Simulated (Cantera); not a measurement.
**Silicon etching in halogen gases: Si + F2 + N2**

Charge: 1 mol Si, 8.3 mol F2, 46 mol N2, equilibrated at 1.00 Torr.

These are equilibrium values from Cantera (NASA tables, ideal gas, pure condensed phases), not measurements of a reactor. Candidate condensed phases: Si, Si3N4; 16 gas species. Kinetics and transport are ignored.

From 573 K to 1573 K nothing is condensed. The main Si-bearing gas is SiF4 throughout.

| T (K) | x N2 | x F | x F2 | x NF3 | x SiF4 |
|---|---|---|---|---|---|
| 573 | 0.891 | 0.000191 | 0.0113 | 0.0773 | 0.0202 |
| 673 | 0.869 | 0.00642 | 0.0813 | 0.0241 | 0.0192 |
| 773 | 0.844 | 0.0448 | 0.0913 | 0.00136 | 0.0184 |
| 873 | 0.806 | 0.133 | 0.0437 | 4.30e-5 | 0.0175 |
| 973 | 0.779 | 0.195 | 0.00913 | 6.44e-7 | 0.0169 |
| 1073 | 0.773 | 0.209 | 0.00156 | 1.03e-8 | 0.0168 |
| 1173 | 0.772 | 0.211 | 0.000328 | 2.91e-10 | 0.0168 |
| 1273 | 0.772 | 0.211 | 8.66e-5 | 1.42e-11 | 0.0168 |
| 1373 | 0.772 | 0.211 | 2.76e-5 | 1.07e-12 | 0.0168 |
| 1473 | 0.772 | 0.211 | 1.02e-5 | <1e-12 | 0.0168 |
| 1573 | 0.772 | 0.211 | 4.30e-6 | <1e-12 | 0.0168 |
x: gas mole fraction; nothing condenses.
